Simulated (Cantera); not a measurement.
What does this Cantera script print?

```python
import numpy as np
import cantera as ct

gas = ct.Solution("gri30.yaml", transport_model="multicomponent")
show = ['C2H2', 'H', 'CH4']

rows = []
print(f"{'T/K':>7s}{'rho':>11s}{'cp':>10s}{'mu':>11s}{'lambda':>11s}{'Pr':>7s}" + "".join(f"{'D_' + s:>11s}" for s in show))
for T in [400, 500, 600, 700, 800, 900]:
    gas.TPX = T, 500000, {'O2': 0.84, 'H2O': 0.075}
    Pr = gas.cp_mass * gas.viscosity / gas.thermal_conductivity
    D = [gas.mix_diff_coeffs_mole[gas.species_index(s)] for s in show]
    rows.append([gas.density, gas.cp_mass, gas.viscosity, gas.thermal_conductivity, Pr, *D])
    print(f"{T:7g}{gas.density:11.4e}{gas.cp_mass:10.1f}{gas.viscosity:11.4e}"
          f"{gas.thermal_conductivity:11.4e}{Pr:7.3f}" + "".join(f"{d:11.4e}" for d in D))
print("SI units: kg/m3, J/kg/K, Pa s, W/m/K, m2/s")
```

Output:

```
    T/K        rho        cp         mu     lambda     Pr     D_C2H2        D_H      D_CH4
    400 4.6383e+00     987.3 2.4701e-05 3.4789e-02  0.701 5.7094e-06 4.3283e-05 7.6701e-06
    500 3.7106e+00    1018.5 2.9115e-05 4.2472e-02  0.698 8.4975e-06 6.4026e-05 1.1347e-05
    600 3.0922e+00    1051.2 3.3171e-05 5.0037e-02  0.697 1.1694e-05 8.7747e-05 1.5552e-05
    700 2.6504e+00    1081.4 3.6957e-05 5.7406e-02  0.696 1.5269e-05 1.1424e-04 2.0249e-05
    800 2.3191e+00    1107.2 4.0532e-05 6.4497e-02  0.696 1.9199e-05 1.4333e-04 2.5409e-05
    900 2.0615e+00    1128.6 4.3934e-05 7.1294e-02  0.695 2.3466e-05 1.7491e-04 3.1009e-05
SI units: kg/m3, J/kg/K, Pa s, W/m/K, m2/s
```

Model: GRI-Mech 3.0 (53 species, 325 reactions), integrated in Cantera. Polar gases are described roughly by these parameters.
